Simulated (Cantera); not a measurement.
An isothermal, constant-pressure homogeneous reactor starts with 74.1 % N2O, 25.9 % N2, at 1023 K and 760 Torr.

Model: GRI-Mech 3.0 (53 species, 325 reactions), integrated in Cantera. GRI-Mech 3.0 was tuned for natural gas; its chemistry of N2O as a main component is partial and can be far from experiment. The mechanism lacks the step 2 NO + O2 → 2 NO2, which can matter for NO2 below about 1400 K. The temperature is held fixed by assumption; the heat of reaction is taken as removed at once.

**Question.** Predict: x(N2O) at 40.0 s; x(N2) at 40.0 s; x(NO2) at 40.0 s; x(NO) at 40.0 s; x(O) at 40.0 s; x(O2) at 40.0 s.

**Answer.** 
| Quantity | Result |
|---|---|
| x(N2O) at 40.0 s | 0.435 (gas-phase equilibrium 3.42e-9) |
| x(N2) at 40.0 s | 0.449 (gas-phase equilibrium 0.730) |
| x(NO2) at 40.0 s | 0.000150 (gas-phase equilibrium 2.30e-6) |
| x(NO) at 40.0 s | 0.00920 (gas-phase equilibrium 4.40e-5) |
| x(O) at 40.0 s | 4.62e-8 (gas-phase equilibrium 1.62e-10) |
| x(O2) at 40.0 s | 0.107 (gas-phase equilibrium 0.270) |
